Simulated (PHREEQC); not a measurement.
Dissolve 1.9 mmol/kgw ZnCl2 at 49 °C. Closed to the air; pH follows from the charge balance.

Model: ion-association model, phreeqc.dat, run in PHREEQC.

Problem. The ionic strength comes out as 0.00562 mol/kgw. What activity coefficients do Zn+2, H+, ZnOH+, ZnCl+, Cl- get?

Solution. Zn+2 0.72, H+ 0.93, ZnOH+ 0.92, ZnCl+ 0.92, Cl- 0.92.

No solid was allowed to form. Away from 25 °C the constants follow the database's enthalpies or fits; those with neither stay at their 25 °C values.
